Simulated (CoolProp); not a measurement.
Vapour-liquid equilibrium of CHF3 (R23) (1) + CH2F2 (R32) (2) at 203.4 K; x and y are mole fractions of (1).

Model: multi-fluid Helmholtz-energy mixture model, Penoncello 2003 and Tillner-Roth 1997; pair parameters Bell 2016, in CoolProp.

```json
[
 {"x": "0.05", "bubble pressure (bar)": "0.4480", "y at the bubble point": "0.219", "dew pressure at overall composition x (bar)": "0.3822", "liquid density (mol/L)": "24.02"},
 {"x": "0.15", "bubble pressure (bar)": "0.6114", "y at the bubble point": "0.483", "dew pressure at overall composition x (bar)": "0.4185", "liquid density (mol/L)": "23.57"},
 {"x": "0.25", "bubble pressure (bar)": "0.7741", "y at the bubble point": "0.636", "dew pressure at overall composition x (bar)": "0.4624", "liquid density (mol/L)": "23.12"},
 {"x": "0.35", "bubble pressure (bar)": "0.9352", "y at the bubble point": "0.736", "dew pressure at overall composition x (bar)": "0.5164", "liquid density (mol/L)": "22.68"},
 {"x": "0.45", "bubble pressure (bar)": "1.095", "y at the bubble point": "0.806", "dew pressure at overall composition x (bar)": "0.5847", "liquid density (mol/L)": "22.25"},
 {"x": "0.55", "bubble pressure (bar)": "1.252", "y at the bubble point": "0.859", "dew pressure at overall composition x (bar)": "0.6734", "liquid density (mol/L)": "21.83"},
 {"x": "0.65", "bubble pressure (bar)": "1.409", "y at the bubble point": "0.901", "dew pressure at overall composition x (bar)": "0.7933", "liquid density (mol/L)": "21.41"},
 {"x": "0.75", "bubble pressure (bar)": "1.565", "y at the bubble point": "0.935", "dew pressure at overall composition x (bar)": "0.9636", "liquid density (mol/L)": "20.99"},
 {"x": "0.85", "bubble pressure (bar)": "1.721", "y at the bubble point": "0.963", "dew pressure at overall composition x (bar)": "1.222", "liquid density (mol/L)": "20.58"},
 {"x": "0.95", "bubble pressure (bar)": "1.880", "y at the bubble point": "0.988", "dew pressure at overall composition x (bar)": "1.646", "liquid density (mol/L)": "20.17"}
]
```

No azeotrope shows between x = 0.05 and 0.95.

The pair parameters rest on a limited set of measurements; away from them the model extrapolates.
